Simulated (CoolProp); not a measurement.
Dodecamethylpentasiloxane (MD3M) along the isobar 0.379 MPa: density (kg/m³) from the reference equation and from simpler models built on Tc = 628.0 K, pc = 0.9540 MPa, ω = 0.730; each cubic takes its own stable root.

The numbers come from the reference Helmholtz-energy equation of state, Thol 2019 in CoolProp.

```csv
T (K),phase,reference
339.7,liquid,830.3
352.7,liquid,817.7
365.7,liquid,805.0
378.7,liquid,792.1
391.8,liquid,779.0
404.8,liquid,765.9
417.8,liquid,752.5
430.9,liquid,738.8
443.9,liquid,724.9
456.9,liquid,710.6
470,liquid,695.9
483,liquid,680.7
496,liquid,664.9
509,liquid,648.5
522.1,liquid,630.9
```

Q: How far does each simpler model (van der Waals, Peng-Robinson) lie from the reference over these 15 states: mean and median of the absolute difference, and the worst?

A: 
- van der Waals: mean 51.2 %, median 44.7 %, worst -93.1 % at 522.1 K and 0.379 MPa
- Peng-Robinson: mean 0.9 %, median 0.4 %, worst -3.2 % at 339.7 K and 0.379 MPa

At some of these states van der Waals gives the other phase, because its saturation line lies elsewhere.
